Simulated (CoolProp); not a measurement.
Computed with CoolProp (reference Helmholtz-energy equation of state, Span 1996).

**Question.** Give the vapour pressure (bar), liquid density (kg/m³), vapour density (kg/m³), liquid cp (kJ/(kg K)) of saturated carbon dioxide at 223.6 K.

**Answer.** 
```tsv
T (K)	p (bar)	liquid density (kg/m³)	vapour density (kg/m³)	liquid cp (kJ/(kg K))
223.6	6.95	1150	18.2	1.97
```
